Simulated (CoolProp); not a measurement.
Vapour-liquid equilibrium of cyclohexane (1) + dimethyl carbonate (2) at 0.263 MPa; x and y are mole fractions of (1).

The numbers come from the multi-fluid Helmholtz-energy mixture model, Zhou 2014 and Zhou 2011; pair parameters Bell 2016 in CoolProp.

```
x     bubble temperature, mixture model (K)  bubble temperature, Raoult's law (K)  y, mixture model  y, Raoult's law
----  -------------------------------------  ------------------------------------  ----------------  ---------------
0.05                                  392.0                                 396.1             0.147            0.059
0.2                                   384.3                                 395.0             0.385            0.229
0.35                                  381.3                                 394.0             0.492            0.391
0.5                                   380.2                                 392.9             0.557            0.545
0.65                                  380.1                                 391.8             0.617            0.690
0.8                                   381.3                                 390.7             0.702            0.828
0.95                                  385.9                                 389.7             0.883            0.958
```

The largest gap from Raoult's law is -12.7 K in bubble temperature, at x = 0.5. y crosses x between x = 0.5 and 0.65: the model has an azeotrope there.

The pair parameters rest on a limited set of measurements; away from them the model extrapolates.
